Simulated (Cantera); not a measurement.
Mixture: CO : H2 : CH4 : O2 : N2 : H2O = 1 : 0.12 : 0.87 : 5.23 : 19.7 : 0.56 (molar parts), equivalence ratio 0.44, at 3.16 atm, adiabatic and at constant pressure. Ignition delay is the time to a rise of 400 K.

Computed with Cantera and GRI-Mech 3.0 (53 species, 325 reactions).

Question: What does this change do: pressure from 3.16 atm to 9.87 atm?

Answer: 
```tsv
quantity	before	after
delay at 1200 K	2.63 ms	1.22 ms
delay at 1250 K	1.60 ms	0.703 ms
delay at 1300 K	0.988 ms	0.427 ms
delay at 1350 K	0.621 ms	0.268 ms
delay at 1400 K	0.400 ms	0.173 ms
delay at 1450 K	0.265 ms	0.114 ms
apparent activation energy between 1350 and 1450 K	140 kJ/mol	140 kJ/mol
```
